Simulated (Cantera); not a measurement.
# Premixed flame

A freely propagating, adiabatic, planar premixed flame of 47.2 % H2, 10.7 % O2, 40.4 % N2, 1.65 % H2O, equivalence ratio 2.2, unburnt at 300 K and 82.5 Torr; mixture-averaged transport, grid criteria slope 0.08 and curve 0.16, no radiation.

Computed with Cantera and the H2/O2 subset of GRI-Mech 3.0, which has no nitrogen chemistry. Burning velocities carry a grid error of a few per cent, more on coarse grids.

| z (mm) | T (K) | u (m/s) | x H2 | x O2 | x OH | x H | x H2O | x O |
|---|---|---|---|---|---|---|---|---|
| -18.7 | 300 | 2.22 | 0.472 | 0.107 | <1e-8 | <1e-8 | 0.0165 | <1e-8 |
| -12.5 | 300 | 2.22 | 0.472 | 0.107 | <1e-8 | <1e-8 | 0.0165 | <1e-8 |
| -9.36 | 300 | 2.22 | 0.472 | 0.107 | <1e-8 | <1e-8 | 0.0165 | <1e-8 |
| -6.24 | 300 | 2.22 | 0.472 | 0.107 | <1e-8 | <1e-8 | 0.0165 | <1e-8 |
| -3.12 | 312 | 2.30 | 0.470 | 0.108 | 1.66e-5 | 1.59e-5 | 0.0168 | 1.30e-6 |
| -1.56 | 590 | 4.23 | 0.436 | 0.101 | 0.000465 | 0.00884 | 0.0385 | 0.000122 |
| 0 | 978 | 6.84 | 0.333 | 0.0656 | 0.000833 | 0.0558 | 0.117 | 0.00209 |
| 1.56 | 1210 | 8.43 | 0.241 | 0.0123 | 0.00147 | 0.0956 | 0.219 | 0.00196 |
| 3.12 | 1298 | 9.01 | 0.228 | 0.00133 | 0.00142 | 0.0972 | 0.242 | 0.000734 |
| 6.24 | 1385 | 9.56 | 0.234 | 0.000299 | 0.00170 | 0.0866 | 0.245 | 0.000578 |
| 12.5 | 1485 | 10.2 | 0.243 | 0.000245 | 0.00199 | 0.0725 | 0.246 | 0.000519 |
| 25.0 | 1589 | 10.8 | 0.253 | 0.000182 | 0.00213 | 0.0573 | 0.248 | 0.000404 |
| 49.9 | 1688 | 11.4 | 0.262 | 0.000115 | 0.00204 | 0.0425 | 0.251 | 0.000266 |
x: mole fraction of selected species; z is measured from the peak of heat release.

```yaml
laminar_burning_velocity: 222 cm/s
thermal_thickness: 6.24 mm
peak x(OH): 0.00214
peak x(H): 0.0987
peak x(O): 0.00280
grid_points: 146
```
